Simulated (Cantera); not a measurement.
A perfectly stirred reactor is fed with NH3 : N2 = 1 : 5.7 (molar parts), at 750 Torr; it is held at 1875 K, and followed from long to short residence time.

Computed with Cantera and the gas-phase N/H chemistry of the illustrative SiF4/NH3 mechanism in the Surface Chemkin manual (1991). Walls and surfaces, which speed up NH3 decomposition in real reactors, are not modelled.

Q: Predict: x(NH3) at τ = 26.0 s; x(N2) at τ = 26.0 s; x(NH2) at τ = 26.0 s; x(NH) at τ = 26.0 s; x(NH3) at τ = 0.330 s; x(N2H4) at τ = 0.330 s; x(N2) at τ = 0.330 s; x(NH2) at τ = 0.330 s; x(NH) at τ = 0.330 s.

A: 
```
Quantity                 Result
----------------------  -------
x(NH3) at τ = 26.0 s    0.00273
x(N2) at τ = 26.0 s       0.806
x(NH2) at τ = 26.0 s    9.73e-6
x(NH) at τ = 26.0 s     5.17e-7
x(NH3) at τ = 0.330 s    0.0533
x(N2H4) at τ = 0.330 s  1.33e-8
x(N2) at τ = 0.330 s      0.821
x(NH2) at τ = 0.330 s   9.86e-5
x(NH) at τ = 0.330 s    2.56e-6
```
